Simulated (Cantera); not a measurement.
**Pyrogenic steam for wet oxidation**

An isothermal, constant-pressure homogeneous reactor starts with H2 : O2 : N2 = 1.8 : 1 : 3.1 (molar parts), equivalence ratio 0.90, at 1225 K and 0.133 bar.

Computed with Cantera and GRI-Mech 3.0 (53 species, 325 reactions). The temperature is held fixed by assumption; the heat of reaction is taken as removed at once.

| t (s) | x H2 | x O2 | x HO2 | x N2O | x OH |
|---|---|---|---|---|---|
| 0.000800 | 0.0310 | 0.0421 | 9.27e-6 | 9.02e-9 | 0.00485 |
| 0.00284 | 0.00981 | 0.0250 | 6.09e-6 | 1.36e-8 | 0.00205 |
| 0.0101 | 0.00142 | 0.0205 | 3.56e-6 | 2.29e-8 | 0.000671 |
| 0.0357 | 0.000126 | 0.0200 | 7.92e-7 | 3.13e-8 | 0.000196 |
| 0.126 | 1.28e-5 | 0.0200 | 1.00e-7 | 3.49e-8 | 6.56e-5 |
| 0.449 | 2.01e-6 | 0.0200 | 1.71e-8 | 3.49e-8 | 2.71e-5 |
| 1.59 | 4.62e-7 | 0.0200 | 5.10e-9 | 2.97e-8 | 1.32e-5 |
| 5.64 | 1.77e-7 | 0.0200 | 3.52e-9 | 1.53e-8 | 8.07e-6 |
| 20.0 | 1.49e-7 | 0.0200 | 3.46e-9 | 2.47e-9 | 7.31e-6 |
x: mole fraction; the columns are a selection and need not sum to one.

Equilibrium at this temperature and pressure: H2 1.49e-7, O2 0.0200, HO2 3.46e-9, N2O 1.45e-9, OH 7.30e-6 (gas phase only).
